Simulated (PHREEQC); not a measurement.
A solution holds 0.56 mmol/kgw PbCl2 and 140 mmol/kgw HNO3, at 66 °C. Closed to the air; pH follows from the charge balance.

The numbers come from PHREEQC with the ion-association model, wateq4f.dat.

### Question
The ionic strength comes out as 0.141 mol/kgw. What activity coefficients do NO3-, Pb+2, PbCl+, PbNO3+, H+ get?

### Answer
NO3- 0.71, Pb+2 0.31, PbCl+ 0.74, PbNO3+ 0.74, H+ 0.80.

This is a speciation only: nothing precipitates in the calculation. Complexes and solids missing from the database can't appear. Constants without temperature data keep their 25 °C values here.
